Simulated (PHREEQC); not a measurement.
A solution holds 0.011 mol HF and 0.18 mol NH4F per kg of water, at 20 °C. Closed to the air; pH follows from the charge balance.

The numbers come from PHREEQC with the ion-association model, phreeqc.dat.

Problem. The ionic strength comes out as 0.180 mol/kgw. What activity coefficients do HF2-, NH4+, F-, H+ get?

Solution. HF2- 0.75, NH4+ 0.69, F- 0.72, H+ 0.80.

No solid was allowed to form. Complexes and solids missing from the database can't appear.
